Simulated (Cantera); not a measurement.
Feed: 1 mol PbO, 3.1 mol CO, 0.49 mol N2, at 0.0133 bar.

Equilibrium computed with Cantera from the NASA thermochemical tables; the gas is ideal and each condensed phase is pure. Candidate condensed phases: C, Pb, PbO, PbO2, Pb3O4; 27 gas species. Gases not in the tables: (PbO)n polymers. Equilibrium is a limit: real reactors are often held back by kinetics, nucleation or transport. All values below are at 2425 K.

Base state: CO 0.480, Pb 0.207, CO2 0.185, N2 0.105, PbO 0.00781, O 0.00701, O2 0.00668, NO 0.00130 (mole fractions); condensed: gas only.

What changes in the equilibrium state with this change: N2 from 0.49 to 0.11 mol?


| species | before | after |
|---|---|---|
| CO | 0.480 | 0.522 |
| Pb | 0.207 | 0.226 |
| CO2 | 0.185 | 0.204 |
| N2 | 0.105 | 0.0254 |
| NO | 0.00130 | 0.000652 |
| PbO | 0.00781 | 0.00863 |
